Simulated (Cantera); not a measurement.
A closed system holds: 1 mol trisilylamine, 1.6 mol N₂, equilibrated at 13300 Pa.

Cantera equilibrium calculation (NASA polynomials, part measured and part estimated; ideal gas, pure solids and liquids). Candidate condensed phases: Si, Si₃N₄; 18 gas species. The feed counts by its element totals alone. Mutual solubility and eutectic melting of coexisting phases are not modelled. The tables' values for SiN are old estimates; treat these amounts as uncertain. Gases not in the tables: Si₂H₆ and higher silanes. Kinetics and transport are ignored.

x: gas mole fraction; n: condensed amount in mol.

```csv
T (K),x H₂,x N₂,x H,x Si,x SiH₂,x SiH,n Si₃N₄(s),n Si(l)
1300,0.978,0.0217,3.00e-6,1.00e-12,2.31e-10,3.01e-12,1.00,0
1400,0.978,0.0217,1.32e-5,9.73e-11,5.81e-9,1.75e-10,1.00,0
1500,0.978,0.0217,4.77e-5,5.09e-9,9.44e-8,5.89e-9,1.00,0
1600,0.978,0.0217,0.000147,1.61e-7,1.08e-6,1.27e-7,1.000,0
1700,0.978,0.0217,0.000399,3.37e-6,9.18e-6,1.88e-6,1.000,0
1800,0.933,0.0660,0.000947,2.38e-5,2.79e-5,9.58e-6,[?],0.327
1900,0.689,0.309,0.00180,9.46e-5,4.02e-5,2.49e-5,[?],2.87
2000,0.678,0.317,0.00367,0.000327,7.20e-5,6.66e-5,[?],3.00
```

Task: Complete the blanks.

Result: 
- 1800, n Si₃N₄(s): 0.891
- 1900, n Si₃N₄(s): 0.0422
- 2000, n Si₃N₄(s): 0
